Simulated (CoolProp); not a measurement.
Vapour-liquid equilibrium of benzene (1) + n-nonane (2) at 172.95 °C; x and y are mole fractions of (1).

Model: multi-fluid Helmholtz-energy mixture model, Thol 2012 and Lemmon 2006; pair parameters Bell 2016, in CoolProp.

| x | bubble pressure (kPa) | y at the bubble point | dew pressure at overall composition x (kPa) | liquid density (mol/L) |
|---|---|---|---|---|
| 0.05 | 223.8 | 0.234 | 184.6 | 4.698 |
| 0.125 | 290.7 | 0.439 | 198.8 | 4.879 |
| 0.2 | 352.6 | 0.563 | 215.4 | 5.075 |
| 0.275 | 410.3 | 0.647 | 234.7 | 5.288 |
| 0.35 | 464.6 | 0.710 | 257.5 | 5.519 |
| 0.425 | 516.5 | 0.759 | 285.0 | 5.772 |
| 0.5 | 566.6 | 0.801 | 318.6 | 6.049 |
| 0.575 | 615.9 | 0.837 | 360.2 | 6.356 |
| 0.65 | 665.0 | 0.870 | 412.7 | 6.696 |
| 0.725 | 714.4 | 0.900 | 479.7 | 7.076 |
| 0.8 | 764.7 | 0.929 | 565.5 | 7.502 |
| 0.875 | 816.3 | 0.956 | 673.4 | 7.984 |
| 0.95 | 869.4 | 0.983 | 804.7 | 8.531 |

No azeotrope shows between x = 0.05 and 0.95.

Pair parameters are fitted to limited data, so mixtures are less certain than the pure fluids.
